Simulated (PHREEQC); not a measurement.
# City or well water: an equilibrium model

Model water analysis in mg/L, 25 °C, pH 6.41, pe 9.3:

```tsv
constituent	mg/L
Na	6.39
K	0.0591
Ca	16.7
Mg	0.598
Cl	19.8
S(6) as SO4	4.81
Alkalinity as HCO3	30.8
N(5) as NO3	0.0152
Si as SiO2	0.126
Zn	0.553
```

Valence states are taken as typed.

Model: ion-association model, wateq4f.dat, run in PHREEQC.

No solid was allowed to form.

**Question.** What charge-balance error does the model give?

**Answer.** charge-balance error 0.7 %.

**Question.** In which forms is Zn present?

**Answer.** Zn+2 93 %, ZnHCO3+ 4.9 %, ZnCO3 0.9 %, ZnSO4 0.7 % of the Zn.

Species that the database lacks are ignored.
